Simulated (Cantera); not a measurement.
Input: 1 mol Hg, 0.2 mol O₂, 1.1 mol H₂, equilibrated at 602 °C and 0.100 bar.

Cantera equilibrium calculation (NASA polynomials, part measured and part estimated; ideal gas, pure solids and liquids). Candidate condensed phases: H₂O, Hg, HgO; 10 gas species. Kinetics and transport are ignored.

Base state: Hg 0.476, H₂ 0.333, H₂O 0.190 (mole fractions); condensed: gas only.

Task: What changes in the equilibrium state with this change: Hg replaced by PbO?

Result: 
```csv
species,before,after
H₂O,0.190,1.000
H₂,0.333,8.97e-5
Hg,0.476,0
"Pb(l), mol",0,0.700
"PbO(yellow), mol",0,0.300
```
Further candidate phases: Pb, PbO, PbO₂, Pb₃O₄.
